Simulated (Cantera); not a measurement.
Mixture: CH₄ : H₂ : O₂ : N₂ = 1 : 1.1 : 2.71 : 10.2 (molar parts), equivalence ratio 0.94, at 1000000 Pa, adiabatic and at constant volume. Ignition delay is the time to a rise of 400 K.

Detailed kinetics in Cantera: GRI-Mech 3.0 (53 species, 325 reactions).

Problem. What does this change do: N2 10.2 to 17 parts?

Solution. 
```csv
quantity,before,after
delay at 1125 K,0.679 ms,0.943 ms
delay at 1275 K,75.0 µs,0.119 ms
delay at 1425 K,24.2 µs,39.2 µs
delay at 1575 K,10.3 µs,16.4 µs
delay at 1725 K,5.02 µs,7.74 µs
apparent activation energy between 1650 and 1800 K,110 kJ/mol,110 kJ/mol
```
